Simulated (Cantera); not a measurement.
An adiabatic, constant-pressure homogeneous reactor starts with 8.40 % CH₄, 5.97 % CO, 18.0 % O₂, 67.6 % N₂, at 1550 K and 10.0 bar.

Model: GRI-Mech 3.0 (53 species, 325 reactions), integrated in Cantera.

Predict: time of steepest temperature rise; temperature at 2.00 s; equilibrium temperature; x(CO) at 2.00 s; x(O₂) at 2.00 s; x(H₂O) at 2.00 s; x(N₂O) at 2.00 s.


| Quantity | Value |
|---|---|
| time of steepest temperature rise | 0.138 ms |
| temperature at 2.00 s | 2937 K |
| equilibrium temperature | 2937 K |
| x(CO) at 2.00 s | 0.0616 (gas-phase equilibrium 0.0616) |
| x(O₂) at 2.00 s | 0.0117 (gas-phase equilibrium 0.0117) |
| x(H₂O) at 2.00 s | 0.140 (gas-phase equilibrium 0.140) |
| x(N₂O) at 2.00 s | 1.56e-6 (gas-phase equilibrium 1.56e-6) |
